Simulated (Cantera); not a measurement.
A freely propagating, adiabatic, planar premixed flame of 22.7 % H2, 16.2 % O2, 61.1 % N2, unburnt at 400 K and 1000000 Pa; mixture-averaged transport, grid criteria slope 0.08 and curve 0.16, no radiation.

Detailed kinetics in Cantera: the H2/O2 subset of GRI-Mech 3.0, which has no nitrogen chemistry. The hydrogen kinetics of GRI-Mech 3.0 are dated; newer H2 mechanisms differ, most at raised pressure. Burning velocities carry a grid error of a few per cent, more on coarse grids.

Q: Predict: laminar burning velocity; thermal thickness; peak x(OH); peak x(H2O2); peak x(HO2).

A: 
| Item | Result |
|---|---|
| laminar burning velocity | 77.8 cm/s |
| thermal thickness | 0.0378 mm |
| peak x(OH) | 0.00616 |
| peak x(H2O2) | 0.000350 |
| peak x(HO2) | 0.000959 |
